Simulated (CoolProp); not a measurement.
Aqueous ethylene glycol as a coolant, 50 % by mass, freezing at -36.0 °C, 1 atm.

The numbers come from the Melinder's fits for secondary coolants in CoolProp.

```csv
T (°C),Prandtl number,cp (kJ/(kg K)),conductivity (W/(m K)),viscosity (mPa s)
-18,167,3.099,0.366,19.7
-11.2,115,3.139,0.370,13.6
-4.5,82.8,3.177,0.374,9.74
2.2,61.3,3.215,0.378,7.20
8.9,46.7,3.252,0.382,5.48
15.6,36.5,3.289,0.386,4.29
22.3,29.2,3.324,0.391,3.43
29.1,23.8,3.359,0.395,2.80
35.8,19.9,3.392,0.399,2.34
```
